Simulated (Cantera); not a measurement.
CH3SiH3 + HCl + H2 (silicon carbide growth)

A closed system holds: 1 mol CH3SiH3, 0.38 mol HCl, 3.5 mol H2, equilibrated at 0.0170 bar.

Cantera equilibrium calculation (NASA polynomials, part measured and part estimated; ideal gas, pure solids and liquids). Candidate condensed phases: C, C6H6, C7H8, C8H18, Si, SiC; 109 gas species. The feed counts by its element totals alone. The tables' values for SiCl3 are old estimates; treat these amounts as uncertain. Rates play no part.

From 1025 K to 1425 K the condensed part is SiC(s). From 1525 K to 1625 K the condensed part is C(graphite) + SiC(s). From 1725 K to 1825 K the condensed part is SiC(s). The main Si-bearing gas is SiCl4 at 1025 K and SiCl2 at 1825 K.

| T (K) | log p H2 | log p HCl | log p H | log p CH4 | n SiC(s) | n C(graphite) |
|---|---|---|---|---|---|---|
| 1025 | -1.79 | -3.04 | -9.26 | -5.11 | 0.997 | 0 |
| 1125 | -1.79 | -3.03 | -8.25 | -5.67 | 0.999 | 0 |
| 1225 | -1.79 | -3.03 | -7.40 | -5.94 | 1.000 | 0 |
| 1325 | -1.79 | -3.03 | -6.68 | -6.01 | 1.000 | 0 |
| 1425 | -1.79 | -3.03 | -6.06 | -6.05 | 1.000 | 0 |
| 1525 | -1.79 | -3.03 | -5.52 | -6.23 | 0.999 | 0.000194 |
| 1625 | -1.79 | -3.03 | -5.05 | -6.42 | 0.999 | 0.000274 |
| 1725 | -1.79 | -3.03 | -4.63 | -6.59 | 0.999 | 0 |
| 1825 | -1.80 | -3.03 | -4.25 | -6.81 | 0.998 | 0 |
log p: log10 of the partial pressure in bar; n: condensed amount in mol.
